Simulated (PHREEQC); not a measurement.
3 g of hydrous ferric oxide (600 m²/g; 0.2 weak and 0.005 strong sites per Fe, Dzombak-Morel constants, diffuse double layer) in 1 kg of water with 0.05 mol/kgw of an inert sodium salt and 0.076 mmol/kgw CuSO4, at 25 °C; the pH is set by adding NaOH or the inert anion's acid. Oxygen is held at 0.21 atm. No CO2 enters from the air. Nothing may precipitate in this run.

The numbers come from PHREEQC with the ion-association model, wateq4f.dat.

```tsv
pH	S sorbed (%)	Cu sorbed (%)	surface charge σ (C/m²)	surface potential ψ (mV)
3	100.0	0.4	0.350	167
3.5	100.0	3.3	0.330	164
4	100.0	22.4	0.290	158
4.5	99.9	67.1	0.236	147
5	99.8	93.5	?	134
5.5	99.2	99.1	0.128	?
6	96.7	99.9	0.088	98
6.5	85.6	100.0	0.057	78
7	51.6	100.0	0.034	55
7.5	14.5	100.0	0.017	32
8	2.3	100.0	0.003	7
8.5	0.3	100.0	?	-19
9	0.0	100.0	-0.025	-44
```

Task: Fill in the missing entries.

Result: 
- 5, surface charge σ (C/m²): 0.179
- 5.5, surface potential ψ (mV): 117
- 8.5, surface charge σ (C/m²): -0.010

The database's constant for dissolved Cu(OH)2 is higher than later reviews accept. The oxide is taken as insoluble; below pH 4 it would dissolve.
